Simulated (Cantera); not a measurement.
Input: 1 mol SiHCl3, 5.9 mol NH3, 5.5 mol N2, equilibrated at 83.0 Pa.

These are equilibrium values from Cantera (NASA tables, ideal gas, pure condensed phases), not measurements of a reactor. Candidate condensed phases: NH4Cl, Si, Si3N4; 28 gas species. Kinetics and transport are ignored.

Over these rows the condensed part is Si3N4(s). Partial pressures as log10 of bar:

| T (K) | 1000/T (1/K) | log p SiCl2 | log p H2 | log p N2 | log p HCl |
|---|---|---|---|---|---|
| 1225 | 0.8163 | -6.42 | -3.46 | -3.46 | -3.88 |
| 1275 | 0.7843 | -5.99 | -3.46 | -3.46 | -3.88 |
| 1325 | 0.7547 | -5.61 | -3.45 | -3.46 | -3.89 |
| 1375 | 0.7273 | -5.28 | -3.45 | -3.46 | -3.91 |
| 1425 | 0.7018 | -5.01 | -3.45 | -3.46 | -3.95 |
| 1475 | 0.6780 | ? | -3.44 | -3.45 | -4.00 |

**Question.** Fit log p(SiCl2) = a + b·(1000/T) to the five rows, give the apparent enthalpy, and predict the row at 1475 K.

**Answer.** Means: 1000/T = 0.7569, log p = -5.662. Sxy = -0.101359, Sxx = 0.0081961, so b = -12.37 and a = -5.662 − (-12.37)×0.7569 = 3.70.
Apparent enthalpy: −19.145 × (-12.37) = 237 kJ/mol. With the condensed phases at unit activity, 1/3 Si3N4(s) + 2 HCl(g) = SiCl2(g) + H2(g) + 2/3 N2(g) links this pressure to the main gases: over the six rows their terms move log p by -0.27 in all, so the slope isn't that reaction's ΔH° alone. The five rows lie within 0.03 of the line.
Prediction at 1475 K: 3.70 + (-12.37)×0.6780 = -4.69. The computed value is -4.80, 0.11 from the line.
